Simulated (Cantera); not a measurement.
**Hydrocarbon pyrolysis for carbon deposition**

An isothermal, constant-pressure homogeneous reactor starts with 50.0 % C2H6, 50.0 % N2, at 1100 K and 72.0 Torr.

Cantera simulation using GRI-Mech 3.0 (53 species, 325 reactions); the numbers are that mechanism's predictions, not measurements. GRI-Mech 3.0 stops at C3 and has no aromatics, soot or wall deposition, so with more carbon than oxygen in the feed, carbon stays in small species such as C2H2 where larger ones or solid carbon would form.

| t (s) | x C2H6 | x C2H4 | x H2 | x C2H2 | x CH2 | x HCN |
|---|---|---|---|---|---|---|
| 2.00e-6 | 0.500 | 1.74e-12 | 8.15e-12 | <1e-12 | <1e-12 | <1e-12 |
| 7.66e-6 | 0.500 | 9.07e-11 | 1.08e-10 | <1e-12 | <1e-12 | <1e-12 |
| 2.94e-5 | 0.500 | 4.83e-9 | 4.61e-9 | <1e-12 | <1e-12 | <1e-12 |
| 0.000112 | 0.500 | 2.43e-7 | 2.38e-7 | <1e-12 | <1e-12 | <1e-12 |
| 0.000431 | 0.500 | 9.62e-6 | 9.56e-6 | 1.18e-11 | 1.23e-12 | <1e-12 |
| 0.00165 | 0.500 | 0.000232 | 0.000231 | 6.31e-9 | 3.66e-12 | <1e-12 |
| 0.00632 | 0.495 | 0.00336 | 0.00329 | 1.39e-6 | 2.37e-11 | <1e-12 |
| 0.0242 | 0.465 | 0.0227 | 0.0221 | 6.01e-5 | 3.88e-11 | <1e-12 |
| 0.0928 | 0.364 | 0.0868 | 0.0849 | 0.000692 | 3.36e-11 | <1e-12 |
| 0.356 | 0.150 | 0.219 | 0.217 | 0.00428 | 2.15e-11 | <1e-12 |
| 1.36 | 0.0134 | 0.288 | 0.303 | 0.0171 | 4.76e-12 | <1e-12 |
| 5.22 | 0.00438 | 0.262 | 0.318 | 0.0396 | 1.89e-12 | <1e-12 |
| 20.0 | 0.00361 | 0.211 | 0.329 | 0.0745 | 1.83e-12 | <1e-12 |
x: mole fraction; the columns are a selection and need not sum to one.

Equilibrium at this temperature and pressure: C2H6 0.000411, C2H4 0.0652, H2 0.117, C2H2 0.0875, CH2 <1e-12, HCN 0.0518 (gas phase only).
